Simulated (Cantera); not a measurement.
**Premixed flame**

A freely propagating, adiabatic, planar premixed flame of CH4 : O2 : N2 = 1 : 1.82 : 8.36 (molar parts), equivalence ratio 1.1, unburnt at 523 K and 1000000 Pa; multicomponent transport, grid criteria slope 0.08 and curve 0.16, no radiation.

Detailed kinetics in Cantera: GRI-Mech 3.0 (53 species, 325 reactions). Burning velocities carry a grid error of a few per cent, more on coarse grids.

```csv
z (mm),T (K),u (m/s),x CH4,x O2,x CH2,x CH2O,x HO2,x O
-0.337,525,0.232,0.0892,0.162,<1e-8,1.06e-6,1.19e-7,<1e-8
-0.225,535,0.237,0.0885,0.161,<1e-8,6.96e-6,6.65e-7,<1e-8
-0.169,566,0.251,0.0866,0.159,<1e-8,3.42e-5,2.79e-6,<1e-8
-0.112,706,0.315,0.0783,0.148,<1e-8,0.000223,1.65e-5,<1e-8
-0.0562,1170,0.528,0.0497,0.105,<1e-8,0.00101,8.13e-5,5.07e-7
-0.0281,1557,0.706,0.0248,0.0655,6.13e-7,0.000997,0.000107,1.21e-5
0,1924,0.873,0.00403,0.0240,2.06e-5,0.000277,4.79e-5,0.000123
0.0281,2067,0.934,0.000113,0.00639,4.57e-6,1.92e-5,1.00e-5,0.000308
0.0562,2112,0.952,2.56e-6,0.00260,1.40e-7,5.35e-7,4.12e-6,0.000253
0.112,2149,0.966,<1e-8,0.000951,<1e-8,<1e-8,1.36e-6,0.000113
0.225,2171,0.975,<1e-8,0.000292,<1e-8,<1e-8,3.05e-7,3.46e-5
0.450,2181,0.979,<1e-8,8.12e-5,<1e-8,<1e-8,5.79e-8,1.01e-5
0.900,2183,0.980,<1e-8,3.40e-5,<1e-8,<1e-8,1.99e-8,4.78e-6
```
x: mole fraction of selected species; z is measured from the peak of heat release.

```yaml
laminar_burning_velocity: 23.1 cm/s
thermal_thickness: 0.112 mm
peak x(CH2): 2.27e-5
peak x(CH2O): 0.00114
peak x(HO2): 0.000108
peak x(O): 0.000312
```
